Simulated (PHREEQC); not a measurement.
Spent oxide etchant: an equilibrium model

Make-up at 42 °C: 0.001 mol/kgw NH4HF2, 8.9e-05 mol/kgw H2SiF6 and 0.0089 mol/kgw HCl. Closed to the air; pH follows from the charge balance.

Computed with PHREEQC (ion-association model, phreeqc.dat).

No solid was allowed to form.

### Question
What pH, ionic strength does the model give?

### Answer
pH 2.13; ionic strength 0.00908 mol/kgw.

### Question
In which forms is Si present?

### Answer
H4SiO4 98 %, SiF6-2 2.1 % of the Si.

Species that the database lacks are ignored. At this temperature some constants are extrapolated from 25 °C, and those without enthalpy data are left unchanged. SiF6-2 is the database's only silicon fluoride.
